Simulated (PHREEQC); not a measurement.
PHREEQC input (Pitzer model, pitzer.dat):

```
SOLUTION 1
  temp 90
  units mol/kgw
  pH 7 charge
  Cl 0.0464
  K 0.038
  Mg 0.0042
END
USE solution 1
INCREMENTAL_REACTIONS false
REACTION 1
  H2O -1
  0 9.886 18.011 24.689 30.178 34.689 38.397 41.444
  43.949 46.007 47.699 49.089 50.232 51.172 51.944 52.578
  53.1 53.528 53.88 54.17 54.408 54.603 54.764 54.896
  55.005 55.094 55.168 55.228 moles
EQUILIBRIUM_PHASES 1
  Bischofite 0 0
  Brucite 0 0
  Carnallite 0 0
  Sylvite 0 0
  MgCl2_4H2O 0 0
SELECTED_OUTPUT 1
  -reset false
  -pH true
  -pe true
  -ionic_strength true
  -water true
  -activities H2O
  -totals Cl K Mg
  -molalities H+ K+ Mg+2 Cl- OH- MgOH+
  -equilibrium_phases Bischofite Brucite Carnallite Sylvite MgCl2_4H2O
PRINT
  -reset false
END
```

Selected output (columns that matter, 12 of 28 rows; water left (kg) added in front):

```
water left (kg)	pH	mu	Cl	K	Mg	m_H+	m_K+	m_Mg+2	m_Cl-	m_OH-	la_H2O	Sylvite
1	6.0888	0.0506	0.0464	0.038	0.0042	1.015e-06	0.038	0.0041996	0.0464	6.1621e-07	-0.00064132	0
0.675514	6.0655	0.074906	0.068688	0.056253	0.0062175	1.1035e-06	0.056253	0.006217	0.068688	6.0839e-07	-0.00094052	0
0.375043	6.0269	0.13492	0.12372	0.10132	0.011199	1.2618e-06	0.10132	0.011198	0.12372	5.9701e-07	-0.0016717	0
0.253345	5.9985	0.19973	0.18315	0.14999	0.016578	1.3848e-06	0.14999	0.016577	0.18315	5.8921e-07	-0.0024563	0
0.140655	5.95	0.35974	0.32989	0.27016	0.02986	1.5971e-06	0.27016	0.029859	0.32989	5.7383e-07	-0.00439	0
0.0950203	5.9109	0.53252	0.48832	0.39991	0.044201	1.7604e-06	0.39991	0.0442	0.48832	5.5687e-07	-0.0064867	0
0.0527548	5.8324	0.95915	0.87954	0.72031	0.079614	2.0557e-06	0.72031	0.079612	0.87954	5.0817e-07	-0.011744	0
0.0356396	5.7557	1.4198	1.3019	1.0662	0.11785	2.3143e-06	1.0662	0.11784	1.3019	4.4918e-07	-0.017588	0
0.0197855	5.5682	2.5574	2.3452	1.9206	0.21228	2.927e-06	1.9206	0.21227	2.3452	3.0752e-07	-0.032942	0
0.0133718	5.3611	3.7841	3.47	2.8418	0.31409	3.6792e-06	2.8418	0.31409	3.47	1.9105e-07	-0.051069	0
0.00742651	4.8525	6.8134	6.2479	5.1168	0.56554	6.1883e-06	5.1168	0.56554	6.2479	5.4403e-08	-0.1017	0
0.00501237	4.5464	8.3801	7.5422	5.8664	0.83793	8.592e-06	5.8664	0.83792	7.5422	2.9947e-08	-0.12785	0.0085956
```

Species that the database lacks are ignored. Constants without temperature data keep their 25 °C values here.
